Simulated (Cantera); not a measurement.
A closed system holds: 1 mol borazine, 0.98 mol H2O, 0.56 mol H2, equilibrated at 51.0 Pa.

Method: chemical equilibrium by Gibbs-energy minimisation in Cantera with the NASA 1993 tables (ideal gas, pure condensed phases). Candidate condensed phases: B, BN, B2O3, B3O3H3, H2O; 39 gas species. The feed counts by its element totals alone. Equilibrium is a limit: real reactors are often held back by kinetics, nucleation or transport.

Task: Which condensed phases are stable at each of these points (T (K)): 1548, 1623, 1698, 1773, 1848, 1923, 1998, 2073, 2148, 2223?

Result: 
```csv
T (K),condensed phases,B condensed (%)
1548,BN(s),74.4
1623,BN(s),71.3
1698,BN(s),69.0
1773,BN(s),67.8
1848,BN(s),67.4
1923,BN(s),67.2
1998,B(s),67.0
2073,B(s),66.7
2148,B(s),66.1
2223,B(s),64.6
```

From 1548 K to 1923 K the condensed part is BN(s). From 1998 K to 2223 K the condensed part is B(s).
